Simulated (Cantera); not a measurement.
An adiabatic, constant-pressure homogeneous reactor starts with 28.4 % H2, 7.47 % O2, 64.1 % N2, at 1100 K and 6380 Torr.

Model: the H2/O2 subset of GRI-Mech 3.0, which has no nitrogen chemistry, integrated in Cantera. The hydrogen kinetics of GRI-Mech 3.0 are dated; newer H2 mechanisms differ, most at raised pressure.

Predict: time of steepest temperature rise; temperature at 5.00 s; equilibrium temperature; x(H2) at 5.00 s; x(O2) at 5.00 s; x(H) at 5.00 s; x(H2O) at 5.00 s; x(OH) at 5.00 s.


* **time of steepest temperature rise**: 0.947 ms
* **temperature at 5.00 s**: 2182 K
* **equilibrium temperature**: 2182 K
* **x(H2) at 5.00 s**: 0.145 (gas-phase equilibrium 0.145)
* **x(O2) at 5.00 s**: 1.52e-7 (gas-phase equilibrium 1.52e-7)
* **x(H) at 5.00 s**: 0.000668 (gas-phase equilibrium 0.000668)
* **x(H2O) at 5.00 s**: 0.161 (gas-phase equilibrium 0.161)
* **x(OH) at 5.00 s**: 0.000101 (gas-phase equilibrium 0.000101)
